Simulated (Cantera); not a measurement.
A jet of 2.20 % H₂, 19.0 % O₂, 78.8 % N₂ at 300 K and 0.0720 bar hits a platinum plate 2.5 cm away at a mass flux of 0.028 kg/m²/s; the plate temperature is set and raised in steps from an oxygen-covered start.

Model: Deutschmann's 1995 Pt surface mechanism with GRI-Mech 3.0 gas chemistry, integrated in Cantera. Catalytic surfaces can have several steady states; this one follows from the mechanism file's or the stated starting coverage.

x: mole fraction at the wall; θ: surface coverage.

```
plate T (K)   wall x H₂  wall x O₂  wall x H₂O   wall x OH   θ free Pt   θ O*     θ OH*
-----------  ----------  ---------  ----------  ----------  ----------  -----  --------
700             0.00342      0.170      0.0348       <1e-8      0.0431  0.955   0.00202
750          (withheld)      0.170      0.0359       <1e-8  (withheld)  0.940   0.00171
800             0.00193      0.169      0.0372       <1e-8      0.0895  0.909   0.00159
850          (withheld)      0.169      0.0381  (withheld)  (withheld)  0.863   0.00150
900             0.00102      0.168      0.0385     4.80e-8       0.191  0.808   0.00138
950            0.000804      0.168      0.0388     1.32e-7       0.252  0.746   0.00125
1000           0.000666      0.168      0.0389     3.28e-7       0.317  0.682   0.00111
1050           0.000572      0.168      0.0389     7.47e-7       0.383  0.616  0.000984
```

### Question
Fill in the missing entries.

### Answer

- 750, wall x H₂: 0.00273
- 750, θ free Pt: 0.0583
- 850, wall x H₂: 0.00136
- 850, wall x OH: 1.56e-8
- 850, θ free Pt: 0.135
